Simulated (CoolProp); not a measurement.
Vapour-liquid equilibrium of dimethyl ether (1) + n-pentane (2) at 80.55 °C; x and y are mole fractions of (1).

The numbers come from the multi-fluid Helmholtz-energy mixture model, Wu 2011 and Thol 2019; pair parameters Bell 2016 in CoolProp.

```tsv
x	bubble pressure (MPa)	y at the bubble point	dew pressure at overall composition x (MPa)	liquid density (mol/L)
0.05	0.4308	0.163	0.3890	7.944
0.2	0.6882	0.538	0.4469	8.452
0.35	1.020	0.732	0.5277	8.979
0.5	1.347	0.829	0.6478	9.534
0.65	1.633	0.886	0.8454	10.14
0.8	1.891	0.931	1.230	10.83
0.95	2.157	0.980	2.000	11.69
```

No azeotrope shows between x = 0.05 and 0.95.

The pair parameters rest on a limited set of measurements; away from them the model extrapolates. The gap from Raoult's law changes sign with composition, which may be real or a fault of the pair parameters; it wasn't checked against measurements.
